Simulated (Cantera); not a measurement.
Charge: 1 mol TiC, 0.16 mol H2, held at 0.150 bar.

Equilibrium computed with Cantera from the NASA thermochemical tables; the gas is ideal and each condensed phase is pure. Candidate condensed phases: C, C6H6, C7H8, C8H18, Ti, TiC; 77 gas species. TiC: taken at fixed stoichiometry. Rates play no part.

At 2773 K, list the 5 most abundant gas species with their mole fractions, and the condensed phases.

H2 0.824, H 0.174, Ti 0.00141, C2H2 (acetylene) 0.000678, C2H 1.73e-5. Condensed: TiC(s).
